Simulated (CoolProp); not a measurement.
Vapour-liquid equilibrium of n-butane (1) + R113 (2) at 0.926 MPa; x and y are mole fractions of (1).

Computed with CoolProp (multi-fluid Helmholtz-energy mixture model, Bücker 2006 and Marx 1992; pair parameters Bell 2016).

| x | bubble temperature (K) | y at the bubble point | dew temperature at overall composition x (K) | liquid density (mol/L) |
|---|---|---|---|---|
| 0.05 | 403.2 | 0.122 | (withheld) | 6.829 |
| 0.15 | 393.6 | 0.324 | 401.9 | 7.055 |
| 0.25 | 385.4 | 0.479 | 397.3 | 7.266 |
| 0.35 | (withheld) | 0.599 | 392.3 | 7.466 |
| 0.45 | 372.3 | 0.693 | 387.1 | 7.657 |
| 0.55 | 367.0 | 0.769 | 381.3 | 7.844 |
| 0.65 | 362.4 | 0.832 | 375.1 | (withheld) |
| 0.75 | 358.2 | 0.886 | (withheld) | 8.216 |
| 0.85 | 354.4 | (withheld) | (withheld) | 8.408 |
| 0.95 | 350.8 | 0.979 | 353.1 | 8.609 |

Problem. Complete the blanks.

Solution. 
- 0.05, dew temperature at overall composition x (K): 406.3
- 0.35, bubble temperature (K): 378.4
- 0.65, liquid density (mol/L): 8.029
- 0.75, dew temperature at overall composition x (K): 368.4
- 0.85, y at the bubble point: 0.934
- 0.85, dew temperature at overall composition x (K): 361.0

No azeotrope shows between x = 0.05 and 0.95.

The pair parameters rest on a limited set of measurements; away from them the model extrapolates.
